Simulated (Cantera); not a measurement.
## Thermodynamics of silicon nitride deposition, feed Si₂Cl₆ + N₂

Charge: 1 mol Si₂Cl₆, 13 mol N₂, at 1123 K and 0.00160 bar.

Equilibrium computed with Cantera from the NASA thermochemical tables; the gas is ideal and each condensed phase is pure. Candidate condensed phases: Si, Si₃N₄; 13 gas species. The feed counts by its element totals alone. N₂ is the only nitrogen source here; it is nearly inert below about 1500 K, so the nitride shown seldom forms there in practice. The tables' values for SiCl₃ are old estimates; treat these amounts as uncertain. The numbers say what is thermodynamically allowed, not how fast it happens.

```
Quantity                             Result
--------------------------------  ---------
x(N₂)                                 0.893
x(SiCl₄)                              0.104
x(SiCl₃)                            0.00220
x(SiCl₂)                           0.000581
x(Cl)                               1.36e-6
n(Si₃N₄(s))                       0.163 mol
gas amount                        14.19 mol
log10 activity of Si(s) (absent)      -3.87
```
